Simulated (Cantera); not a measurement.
## Ignition delay

Mixture: 13.6 % CH4, 18.1 % O2, 68.3 % N2, equivalence ratio 1.5, at 7.99 atm, adiabatic and at constant pressure. Ignition delay is the time to a rise of 400 K.

Model: GRI-Mech 3.0 (53 species, 325 reactions), integrated in Cantera.

```csv
T0 (K),delay (ms)
1150,14.1
1225,5.45
1300,2.25
1375,0.978
1450,0.446
1525,0.212
1600,0.105
1675,0.0545
1750,0.0299
```

| Property | Result |
|---|---|
| apparent activation energy between 1600 and 1750 K | 200 kJ/mol |
